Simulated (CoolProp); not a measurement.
Vapour-liquid equilibrium of R125 (1) + cyclopropane (2) at 287 K; x and y are mole fractions of (1).

Model: multi-fluid Helmholtz-energy mixture model, Lemmon 2005 and Polt 1992; pair parameters Bell 2016, in CoolProp. This equation is an older, rougher fit; its heat capacities, sound speeds and derivatives of the liquid may be far off and weren't checked against measurements.

Task: Give the bubble pressure and the first vapour's composition at x = 0.15, 0.35, 0.95. Is there an azeotrope?

Result: x = 0.15: 801.1 kPa, y = 0.389; x = 0.35: 956.5 kPa, y = 0.546; x = 0.95: 1035 kPa, y = 0.938. y crosses x between x = 0.75 and 0.85: the model has an azeotrope there.

The pair parameters rest on a limited set of measurements; away from them the model extrapolates.
